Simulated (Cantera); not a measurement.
## Equilibrium for halide evaporation, hydrolysis and transport: MgCl2 + O2 + H2

A closed system holds: 1 mol MgCl2, 6.8 mol O2, a varied amount of H2, equilibrated at 873.15 K and 0.0133 bar.

Equilibrium computed with Cantera from the NASA thermochemical tables; the gas is ideal and each condensed phase is pure. Candidate condensed phases: H2O, Mg, MgCl2, MgO, Mg(OH)2; 22 gas species. Condensed phases not in the tables: MgOHCl. The numbers say what is thermodynamically allowed, not how fast it happens.

From 0.87 mol H2 to 40 mol H2 the condensed part is MgO(s). The main Mg-bearing gas is MgCl2 throughout.

```json
[
 {"n(H2) (mol)": "0.87", "log p H2O": "-3.31", "log p O2": "-1.99", "log p H2": "<-13", "log p HCl": "-2.72", "log p Cl2": "-3.15", "n MgO(s)": "1.000"},
 {"n(H2) (mol)": "1.3", "log p H2O": "-3.01", "log p O2": "-2.02", "log p H2": "<-13", "log p HCl": "-2.65", "log p Cl2": "-3.31", "n MgO(s)": "1.000"},
 {"n(H2) (mol)": "1.9", "log p H2O": "-2.77", "log p O2": "-2.05", "log p H2": "-13.68", "log p HCl": "-2.61", "log p Cl2": "-3.50", "n MgO(s)": "1.000"},
 {"n(H2) (mol)": "2.8", "log p H2O": "-2.55", "log p O2": "-2.11", "log p H2": "-13.43", "log p HCl": "-2.60", "log p Cl2": "-3.72", "n MgO(s)": "1.000"},
 {"n(H2) (mol)": "4", "log p H2O": "-2.38", "log p O2": "-2.19", "log p H2": "-13.22", "log p HCl": "-2.60", "log p Cl2": "-3.94", "n MgO(s)": "1.000"},
 {"n(H2) (mol)": "5.9", "log p H2O": "-2.21", "log p O2": "-2.32", "log p H2": "-12.99", "log p HCl": "-2.63", "log p Cl2": "-4.23", "n MgO(s)": "1.000"},
 {"n(H2) (mol)": "8.7", "log p H2O": "-2.07", "log p O2": "-2.57", "log p H2": "-12.72", "log p HCl": "-2.67", "log p Cl2": "-4.58", "n MgO(s)": "1.000"},
 {"n(H2) (mol)": "13", "log p H2O": "-1.95", "log p O2": "-3.56", "log p H2": "-12.11", "log p HCl": "-2.73", "log p Cl2": "-5.31", "n MgO(s)": "1.00"},
 {"n(H2) (mol)": "19", "log p H2O": "-2.08", "log p O2": "<-13", "log p H2": "-2.44", "log p HCl": "-2.88", "log p Cl2": "<-13", "n MgO(s)": "1.00"},
 {"n(H2) (mol)": "28", "log p H2O": "-2.24", "log p O2": "<-13", "log p H2": "-2.18", "log p HCl": "-3.04", "log p Cl2": "<-13", "n MgO(s)": "1.00"},
 {"n(H2) (mol)": "40", "log p H2O": "-2.39", "log p O2": "<-13", "log p H2": "-2.07", "log p HCl": "-3.19", "log p Cl2": "<-13", "n MgO(s)": "1.00"}
]
```
log p: log10 of the partial pressure in bar; n: condensed amount in mol.
